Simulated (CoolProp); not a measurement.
Vapour-liquid equilibrium of R22 (1) + acetone (2) at 8.95 °C; x and y are mole fractions of (1).

Values from CoolProp's multi-fluid Helmholtz-energy mixture model, Kamei 1995 and Lemmon 2006; pair parameters Bell 2016.

```json
[
 {"x": "0.05", "bubble pressure, mixture model (bar)": "0.4239", "bubble pressure, Raoult's law (bar)": "0.4693", "y, mixture model": "___", "y, Raoult's law": "0.703"},
 {"x": "0.2", "bubble pressure, mixture model (bar)": "0.9508", "bubble pressure, Raoult's law (bar)": "1.437", "y, mixture model": "0.864", "y, Raoult's law": "0.918"},
 {"x": "0.35", "bubble pressure, mixture model (bar)": "1.449", "bubble pressure, Raoult's law (bar)": "2.404", "y, mixture model": "0.923", "y, Raoult's law": "0.960"},
 {"x": "0.5", "bubble pressure, mixture model (bar)": "2.171", "bubble pressure, Raoult's law (bar)": "3.372", "y, mixture model": "___", "y, Raoult's law": "0.978"},
 {"x": "0.65", "bubble pressure, mixture model (bar)": "___", "bubble pressure, Raoult's law (bar)": "4.339", "y, mixture model": "0.984", "y, Raoult's law": "0.988"},
 {"x": "0.8", "bubble pressure, mixture model (bar)": "4.699", "bubble pressure, Raoult's law (bar)": "5.307", "y, mixture model": "0.995", "y, Raoult's law": "0.994"},
 {"x": "0.95", "bubble pressure, mixture model (bar)": "___", "bubble pressure, Raoult's law (bar)": "6.274", "y, mixture model": "0.999", "y, Raoult's law": "0.999"}
]
```

**Question.** What belongs in the gaps?

**Answer.** 
- 0.05, y, mixture model: 0.664
- 0.5, y, mixture model: 0.961
- 0.65, bubble pressure, mixture model (bar): 3.257
- 0.95, bubble pressure, mixture model (bar): 6.183

The largest gap from Raoult's law is -39.7 % in bubble pressure, at x = 0.35. No azeotrope shows between x = 0.05 and 0.95.

Pair parameters are fitted to limited data, so mixtures are less certain than the pure fluids.
